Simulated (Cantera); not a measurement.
Feed: 1 mol C2F6, 0.3 mol F2, 0.07 mol H2, held at 75.0 Torr.

Cantera equilibrium calculation (NASA polynomials, part measured and part estimated; ideal gas, pure solids and liquids). Candidate condensed phases: C, C6H6, C7H8, C8H18; 95 gas species. The feed counts by its element totals alone. Gases not in the tables: C2F6 and larger saturated fluorocarbons. Kinetics and transport are ignored.

Problem. At 1700 °C, list the 6 most abundant gas species with their mole fractions, and the condensed phases.

Solution. CF4 0.886, HF 0.0784, CF2 0.0265, F 0.00475, CF3 0.00392, CF 1.92e-5. Condensed: C(graphite).
